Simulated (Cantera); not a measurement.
Charge: 1 mol SiF₄, 6.1 mol N₂, 0.83 mol H₂, at 0.100 bar.

These are equilibrium values from Cantera (NASA tables, ideal gas, pure condensed phases), not measurements of a reactor. Candidate condensed phases: Si, Si₃N₄; 37 gas species. N₂ is the only nitrogen source here; it is nearly inert below about 1500 K, so the nitride shown seldom forms there in practice. The tables' values for SiF₃, SiF₂ are old estimates; treat these amounts as uncertain. Kinetics and transport are ignored.

log p: log10 of the partial pressure in bar; n: condensed amount in mol.

```csv
T (°C),log p N₂,log p SiF₄,log p H₂,log p HF,n Si₃N₄(s)
875,-1.11,-1.90,-1.98,-4.07,0.000307
925,-1.11,-1.90,-1.98,-3.95,0.000347
975,-1.11,-1.90,-1.98,-3.83,0.000328
1025,-1.11,-1.91,-1.99,…,…
1075,-1.11,-1.91,-1.99,-3.60,0
1125,-1.11,-1.91,-1.99,-3.45,0
1175,-1.11,-1.92,-1.99,-3.31,0
1225,-1.12,-1.92,-2.00,…,0
1275,-1.12,-1.93,-2.00,-3.04,0
```

### Question
Fill in the missing entries.

### Answer

- 1025, log p HF: -3.73
- 1025, n Si₃N₄(s): 0.000188
- 1225, log p HF: -3.17
